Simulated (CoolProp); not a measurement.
A simple Rankine cycle with water: condensing at 326.15 K, boiler at 10.7 MPa, turbine inlet 591 K, turbine efficiency 0.6, pump efficiency 0.7, no recuperator. Each further row changes one setting.

Values from CoolProp's reference Helmholtz-energy equation of state, Wagner 2002.

| case | thermal efficiency (%) | net work (kJ/kg) | heat in (kJ/kg) | turbine exit temperature (K) | volume ratio over the turbine |
|---|---|---|---|---|---|
| as stated | 21.6 | 537 | 2490 | 326.1 | 511 |
| turbine inlet 611 K | 21.8 | 569 | 2610 | 326.1 | 467 |
| condensing temperature 318.15 K | 22.2 | 561 | 2520 | 318.1 | 742 |
| boiler pressure 7.49 MPa | 21.2 | 562 | 2660 | 326.1 | 318 |
| turbine efficiency 0.5 | 17.9 | 445 | 2490 | 326.1 | 535 |

The expansion ends wet for: as stated; turbine inlet 611 K; condensing temperature 318.15 K; boiler pressure 7.49 MPa; turbine efficiency 0.5.
